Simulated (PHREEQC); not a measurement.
PHREEQC input (ion-association model, wateq4f.dat):

```
SOLUTION 1
  temp 20
  units mol/kgw
  pH 7 charge
  Cl 0.0044
  K 0.0044
END
SELECTED_OUTPUT 1
  -reset false
  -pH true
  -pe true
  -ionic_strength true
  -water true
  -totals Ag Cl Cs K
  -molalities H+ Ag+ Cl- Cs+ K+ O2 OH- AgCl AgCl2- AgCl3-2
    AgCl4-3 AgOH Ag(OH)2-
  -equilibrium_phases Cerargyrite Ag2O
PRINT
  -reset false
USE solution 1
REACTION 1
  CsOH 1
  0 0.0417 0.0833 0.125 0.167 0.208 0.25 0.292 0.333 0.375 0.417 0.458 0.5 moles
EQUILIBRIUM_PHASES 1
  Cerargyrite 0 0.1
  Ag2O 0 0
  O2(g) -0.68 10
END
```

Selected output (columns that matter, 10 of 13 rows; CsOH added (mol) added in front):

```
CsOH added (mol)	pH	mu	Ag	Cl	Cs	m_H+	m_Cl-	m_Cs+	m_OH-	m_Ag(OH)2-	Cerargyrite
0	7.0826	0.0044001	3.618e-07	0.0044004	0	8.8205e-08	0.0043999	0	8.8205e-08	4.3429e-18	0.1
0.0417	12.702	0.0461	1.4827e-06	0.0044015	0.0417	2.3155e-13	0.004401	0.0417	0.041698	9.5926e-07	0.099999
0.125	13.138	0.1294	9.2101e-06	0.0044092	0.125	8.915e-14	0.0044088	0.125	0.12498	8.385e-06	0.099991
0.167	13.251	0.1714	1.5711e-05	0.0044157	0.167	6.9644e-14	0.0044153	0.167	0.16697	1.4741e-05	0.099984
0.208	13.337	0.2124	2.3626e-05	0.0044236	0.208	5.7807e-14	0.0044232	0.208	0.20795	2.2519e-05	0.099976
0.292	13.468	0.2964	4.4309e-05	0.0044443	0.292	4.3385e-14	0.0044439	0.292	0.29191	4.2933e-05	0.099956
0.333	13.519	0.3374	5.6405e-05	0.0044564	0.333	3.8824e-14	0.004456	0.333	0.33289	5.4904e-05	0.099944
0.375	13.565	0.3794	7.0035e-05	0.00447	0.375	3.5112e-14	0.0044696	0.375	0.37486	6.8411e-05	0.09993
0.458	13.643	0.4624	0.00010031	0.0045003	0.458	2.9642e-14	0.0044999	0.458	0.4578	9.8454e-05	0.0999
0.5	13.677	0.5044	0.00011715	0.0045171	0.5	2.7514e-14	0.0045168	0.5	0.49977	0.00011518	0.099883
```

Complexes and solids missing from the database can't appear.
